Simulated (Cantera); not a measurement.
Charge: 1 mol C2H5OH, a varied amount of H2O, 0.36 mol H2, held at 2548 K and 24.0 Pa.

Equilibrium computed with Cantera from the NASA thermochemical tables; the gas is ideal and each condensed phase is pure. Candidate condensed phases: C, C6H6, C7H8, C8H18, H2O; 110 gas species. Kinetics and transport are ignored.

Q: Which condensed phases are stable at each of these points (n(H2O) (mol)): 0.52, 0.63, 0.75, 0.89, 1.1, 1.3, 1.5, 1.8, 2.2, 2.6, 3.1?

A: 
```json
[
 {"n(H2O) (mol)": "0.52", "condensed phases": "C(graphite)", "C condensed (%)": "15.8"},
 {"n(H2O) (mol)": "0.63", "condensed phases": "C(graphite)", "C condensed (%)": "10.0"},
 {"n(H2O) (mol)": "0.75", "condensed phases": "C(graphite)", "C condensed (%)": "3.7"},
 {"n(H2O) (mol)": "0.89", "condensed phases": "gas only", "C condensed (%)": "0.0"},
 {"n(H2O) (mol)": "1.1", "condensed phases": "gas only", "C condensed (%)": "0.0"},
 {"n(H2O) (mol)": "1.3", "condensed phases": "gas only", "C condensed (%)": "0.0"},
 {"n(H2O) (mol)": "1.5", "condensed phases": "gas only", "C condensed (%)": "0.0"},
 {"n(H2O) (mol)": "1.8", "condensed phases": "gas only", "C condensed (%)": "0.0"},
 {"n(H2O) (mol)": "2.2", "condensed phases": "gas only", "C condensed (%)": "0.0"},
 {"n(H2O) (mol)": "2.6", "condensed phases": "gas only", "C condensed (%)": "0.0"},
 {"n(H2O) (mol)": "3.1", "condensed phases": "gas only", "C condensed (%)": "0.0"}
]
```

From 0.52 mol H2O to 0.75 mol H2O the condensed part is C(graphite). From 0.89 mol H2O to 3.1 mol H2O nothing is condensed.
